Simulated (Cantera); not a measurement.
What does this Cantera script print?

```python
import numpy as np
import cantera as ct

gas_names = [...]  # 109 gases of nasa_gas.yaml made of C, Cl, H, Si
cond_names = """
    C(gr) C6H6(L) C7H8(L) C8H18(L),n-octa Si(cr) Si(L) SiC(b)
""".split()


# ... load() reads the species with a 1 bar reference pressure and builds the phases ...
atoms = {
    'SiCl4': {'Si': 1, 'CL': 4},
    'C2H2': {'C': 2, 'H': 2},
    'H2': {'H': 2},
    'C2H4': {'C': 2, 'H': 4},
}
top_T = {'C(gr)': 4500, 'SiC(b)': 3050}  # K; cautious upper limits of use, not melting points


# ... equilibrate(T, P, feed) seeds the gas with the atoms and calls Mixture.equilibrate('TP', solver="vcs", rtol=1e-11, max_steps=5000) ...
results = []
feed = {'SiCl4': 1, 'C2H2': 0.038, 'H2': 49, 'C2H4': 0.009}  # mol
P = 280  # Pa
for T in [1625, 1675, 1725, 1775, 1825, 1875, 1925, 1975, 2025, 2075, 2125, 2175, 2225, 2275]:
    mix = equilibrate(T, P, feed)
    results.append((T, P, feed, dict(zip(mix.species_names, mix.species_moles))))

top = {s: max(r[3][s] / sum(r[3][g] for g in gas_names) for r in results) for s in gas_names}
cols = sorted((s for s in top if top[s] > 0.001), key=lambda s: -top[s])[:8]
seen = [c for c in cond_names if any(r[3].get(c, 0) > 1e-12 for r in results)]
print("log10 of partial pressures in bar; condensed amounts in mol")
print(f"{'T/K':>10s}" + "".join(f"{s[:9]:>10s}" for s in cols + seen))
for T, P, feed, n in results:
    ng = sum(n[g] for g in gas_names)
    print(f"{T:10.4g}" + "".join(f"{np.log10(max(n[s] / ng * P / 1e5, 1e-99)):10.3f}" for s in cols)
          + "".join(f"{n.get(c, 0):10.4g}" for c in seen))
```

It prints:

```
log10 of partial pressures in bar; condensed amounts in mol
       T/K        H2         H       HCL        Si     SiCL2        CL    Si(cr)     Si(L)    SiC(b)
      1625    -2.583    -5.443    -3.811    -6.788    -4.494    -6.775    0.3132         0   0.09399
      1675    -2.584    -5.227    -3.815    -6.363    -4.488    -6.565     0.297         0   0.09396
      1725    -2.585    -5.023    -3.811    -5.993    -4.500    -6.361         0    0.2976   0.09387
      1775    -2.586    -4.831    -3.805    -5.659    -4.519    -6.165         0     0.294   0.09362
      1825    -2.588    -4.650    -3.801    -5.342    -4.539    -5.981         0    0.2639   0.09297
      1875    -2.591    -4.479    -3.799    -5.043    -4.561    -5.808         0    0.1865   0.09136
      1925    -2.595    -4.317    -3.799    -4.759    -4.584    -5.645         0     0.026   0.08754
      1975    -2.600    -4.164    -3.775    -4.626    -4.694    -5.465         0         0    0.0827
      2025    -2.606    -4.019    -3.754    -4.540    -4.840    -5.296         0         0   0.07553
      2075    -2.614    -3.882    -3.741    -4.478    -5.011    -5.140         0         0   0.06152
      2125    -2.624    -3.752    -3.736    -4.428    -5.197    -4.999         0         0   0.02217
      2175    -2.635    -3.629    -3.739    -4.390    -5.396    -4.870         0         0         0
      2225    -2.649    -3.513    -3.748    -4.368    -5.612    -4.752         0         0         0
      2275    -2.666    -3.404    -3.764    -4.357    -5.837    -4.644         0         0         0
```

Method: chemical equilibrium by Gibbs-energy minimisation in Cantera with the NASA 1993 tables (ideal gas, pure condensed phases). Mutual solubility and eutectic melting of coexisting phases are not modelled. The tables' values for SiCl, SiCl3 are old estimates; treat these amounts as uncertain. Gases not in the tables: Si2H6 and higher silanes.
